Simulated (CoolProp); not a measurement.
The fluid at 293.15 K and 0.22 MPa (gas) is heated at constant pressure to 326.4 K. The same conditions are run with several fluids, on thermodynamics alone (safety and materials aside).

The numbers come from the reference Helmholtz-energy equation of state of each fluid (propyne: Polt 1992; R404A: Lemmon 2003; R115: Lemmon 2016; ethane: Bücker 2006; chlorine: Thol 2021) in CoolProp. The equations of Platzer and Polt are older, rougher fits. Blends and air are pseudo-pure fits.

Rank propyne, R404A, R115, ethane, chlorine by heat (kJ/kg), highest first.

ethane (60.4), propyne (53.9), R404A (30.3), R115 (24.7), chlorine (16.8)

```csv
fluid,final density (kg/m³)
propyne,3.34
R404A,8.13
R115,12.9
ethane,2.47
chlorine,5.87
```
